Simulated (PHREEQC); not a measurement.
A solution holds 3.2 mmol/kgw FeSO4, 0.033 mmol/kgw CaCl2 and 0.046 mmol/kgw Na2SO4, at 20 °C. Closed to the air; pH follows from the charge balance.

Model: ion-association model, phreeqc.dat, run in PHREEQC.

```tsv
quantity	before	after
ionic strength (mol/kgw)	0.0109	0.00580
SO4-2 (mol/kgw)	0.00272	0.00144
Ca+2 (mol/kgw)	2.74e-5	1.46e-5
CaSO4 (mol/kgw)	5.57e-6	1.92e-6
NaSO4- (mol/kgw)	7.92e-7	2.33e-7
SI of Gypsum (CaSO4:2H2O)	-2.91	-3.37
SI of Halite (NaCl)	-9.88	-10.46
```

### Question
Name the change that produced these shifts.
(A) temperature from 20 to 45 °C
(B) FeSO4 from 0.0032 to 0.0064 mol/kgw
(C) CaCl2 from 3.3e-05 to 3.3e-06 mol/kgw
(D) diluted 2-fold with water
(E) FeSO4 left out

### Answer
D, diluted 2-fold with water

This is a speciation only: nothing precipitates in the calculation.
